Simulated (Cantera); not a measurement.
Charge: 1 mol FeS2, 3.5 mol O2, equilibrated at 748 K.

Method: chemical equilibrium by Gibbs-energy minimisation in Cantera with the NASA 1993 tables (ideal gas, pure condensed phases). Candidate condensed phases: Fe, FeO, FeS, FeSO4, FeS2, Fe2O3, Fe2(SO4)3, Fe3O4, S; 12 gas species. Equilibrium is a limit: real reactors are often held back by kinetics, nucleation or transport.

x: gas mole fraction; n: condensed amount in mol.

| P (Pa) | x SO2 | x SO3 | x O2 | n Fe2O3(s) | n Fe2(SO4)3(s) | n FeSO4(s) |
|---|---|---|---|---|---|---|
| 1000 | 0.983 | 0.0167 | 3.09e-6 | 0.00283 | 0.497 | 0 |
| 2600 | 0.991 | 0.00867 | 3.17e-7 | 0 | 0.498 | 0.00436 |
| 6700 | 0.995 | ? | ? | 0 | 0.499 | ? |
| 17000 | 0.997 | ? | ? | 0 | 0.499 | ? |
| 45000 | 0.998 | 0.00209 | 1.05e-9 | 0 | 0.499 | 0.00105 |
| 120000 | 0.999 | 0.00128 | 1.48e-10 | 0 | 0.500 | 0.000641 |
| 300000 | 0.999 | 0.000811 | 2.36e-11 | 0 | 0.500 | 0.000406 |
| 770000 | 0.999 | 0.000506 | 3.58e-12 | 0 | 0.500 | 0.000253 |
| 2000000 | 1.000 | 0.000314 | <1e-12 | 0 | 0.500 | 0.000157 |

Question: Fill in the missing entries.

Answer: 
- 6700, x SO3: 0.00541
- 6700, x O2: 4.75e-8
- 6700, n FeSO4(s): 0.00271
- 17000, x SO3: 0.00340
- 17000, x O2: 7.37e-9
- 17000, n FeSO4(s): 0.00170
